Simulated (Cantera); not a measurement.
Input (Python, Cantera):

```python
import numpy as np
import cantera as ct

gas = ct.Solution("gri30.yaml")
gas.TPX = 1300, 101325, {'CH4': 1, 'CO2': 1.9}
inlet = ct.Reservoir(gas, clone=True)

reactor = ct.IdealGasConstPressureReactor(gas, energy="off", clone=False)
exhaust = ct.Reservoir(gas, clone=True)
tau = [6.3, 1.9, 0.59, 0.18, 0.055, 0.017, 0.0051, 0.0015, 0.00047][0]
for a, b in ((inlet, reactor), (reactor, exhaust)):
    ct.MassFlowController(a, b, mdot=lambda t: reactor.mass / tau)
net = ct.ReactorNet([reactor])
show = ['CH4', 'CO2', 'C2H6', 'CH2', 'CH3', 'C2H']

rows = []
print(f"{'tau/s':>10s}{'T/K':>9s}" + "".join(f"{s:>11s}" for s in show))
for tau in [6.3, 1.9, 0.59, 0.18, 0.055, 0.017, 0.0051, 0.0015, 0.00047]:
    net.initial_time = 0.0
    net.advance(30 * tau)
    before = gas.X
    net.advance(40 * tau)
    drift = np.max(np.abs(gas.X - before) / (gas.X + 1e-9))
    rows.append([gas.T, *gas[show].X, drift])
    print(f"{tau:10.3e}{gas.T:9.1f}" + "".join(f"{x:11.3e}" for x in gas[show].X))
```

It prints:

```
     tau/s      T/K        CH4        CO2       C2H6        CH2        CH3        C2H
 6.300e+00   1300.0  3.179e-01  6.338e-01  2.863e-04  1.076e-11  1.131e-05  7.590e-12
 1.900e+00   1300.0  3.362e-01  6.507e-01  3.380e-04  1.022e-11  1.219e-05  1.960e-12
 5.900e-01   1300.0  3.423e-01  6.544e-01  3.062e-04  9.196e-12  1.177e-05  2.966e-13
 1.800e-01   1300.0  3.441e-01  6.551e-01  1.854e-04  6.368e-12  9.828e-06  2.337e-14
 5.500e-02   1300.0  3.446e-01  6.552e-01  7.315e-05  3.749e-12  7.543e-06  1.605e-15
 1.700e-02   1300.0  3.448e-01  6.552e-01  2.260e-05  2.441e-12  6.086e-06  1.642e-16
 5.100e-03   1300.0  3.448e-01  6.552e-01  5.368e-06  1.617e-12  4.952e-06  1.913e-17
 1.500e-03   1300.0  3.448e-01  6.552e-01  7.080e-07  6.836e-13  3.218e-06  7.068e-19
 4.700e-04   1300.0  3.448e-01  6.552e-01  4.096e-08  1.245e-13  1.371e-06  4.144e-21
```

Model: GRI-Mech 3.0 (53 species, 325 reactions), integrated in Cantera.
